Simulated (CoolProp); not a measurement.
The fluid at 287.36 K and 0.0411 MPa is compressed adiabatically to 0.236 MPa with isentropic efficiency 0.8. The same conditions are run with several fluids, on thermodynamics alone (safety and materials aside).

Model: reference Helmholtz-energy equation of state of each fluid (R114: Platzer 1990; R11: Jacobsen 1992; oxygen: Schmidt 1985; cis-2-butene: Lemmon 2005; methane: Setzmann 1991), in CoolProp. The equations of Platzer and Polt are older, rougher fits.

Q: Rank R114, R11, oxygen, cis-2-butene, methane by work (kJ/kg), highest first.

A: methane (398), oxygen (210), cis-2-butene (99.4), R11 (40.6), R114 (31.6)

```json
[
 {"fluid": "R114", "final temperature (K)": "335.0", "final density (kg/m³)": "15.3"},
 {"fluid": "R11", "final temperature (K)": "359.3", "final density (kg/m³)": "11.4"},
 {"fluid": "oxygen", "final temperature (K)": "510.8", "final density (kg/m³)": "1.78"},
 {"fluid": "cis-2-butene", "final temperature (K)": "355.5", "final density (kg/m³)": "4.66"},
 {"fluid": "methane", "final temperature (K)": "450.9", "final density (kg/m³)": "1.01"}
]
```

Above 300 K oxygen's equation is extrapolated.
